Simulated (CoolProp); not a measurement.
A closed Brayton cycle with carbon dioxide: compressor inlet 311.15 K and 9.3 MPa, high pressure 29.2 MPa, turbine inlet 850 K, compressor efficiency 0.89, turbine efficiency 0.9, recuperator effectiveness 0 (on enthalpy, no pinch check). Each further row changes one setting.

Model: reference Helmholtz-energy equation of state, Span 1996, in CoolProp.

```csv
case,thermal efficiency (%),net work (kJ/kg),compressor to turbine work,compressor exit (K),turbine exit (K)
as stated,16.9,122,0.21,349.8,710.9
turbine inlet 800 K,17.0,(withheld),(withheld),349.8,665.8
compressor inlet 321.15 K,17.0,105,0.32,(withheld),710.9
high pressure 24.8 MPa,14.8,(withheld),(withheld),343.5,730.1
recuperator effectiveness 0.5,24.3,122,0.21,349.8,710.9
```

Complete the blanks.


- turbine inlet 800 K, net work (kJ/kg): 111
- turbine inlet 800 K, compressor to turbine work: 0.22
- compressor inlet 321.15 K, compressor exit (K): 398.7
- high pressure 24.8 MPa, net work (kJ/kg): 108
- high pressure 24.8 MPa, compressor to turbine work: 0.19
